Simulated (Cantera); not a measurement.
Input: 1 mol MgSO4, 0.74 mol H2O, 0.16 mol CO2, at 1700 K and 24.0 Pa.

Equilibrium computed with Cantera from the NASA thermochemical tables; the gas is ideal and each condensed phase is pure. Candidate condensed phases: C, C6H6, C7H8, C8H18, H2O, H2SO4, Mg, MgCO3, MgO, Mg(OH)2, MgS, MgSO4, S; 130 gas species. Kinetics and transport are ignored.

Base state: SO2 0.415, H2O 0.304, O2 0.207, CO2 0.0658, OH 0.00507, O 0.00131, H2 0.000867, CO 0.000642 (mole fractions); condensed: MgO(s).

Problem. What changes in the equilibrium state with this change: H2O from 0.74 to 5.2 mol?

Solution. 
```
species        before    after
-----------  --------  -------
H2O             0.304    0.748
SO2             0.415    0.145
O2              0.207   0.0729
CO2            0.0658   0.0228
SO3           4.46e-5  9.24e-6
H2           0.000867  0.00359
MgO(s), mol     1.000    1.000
```
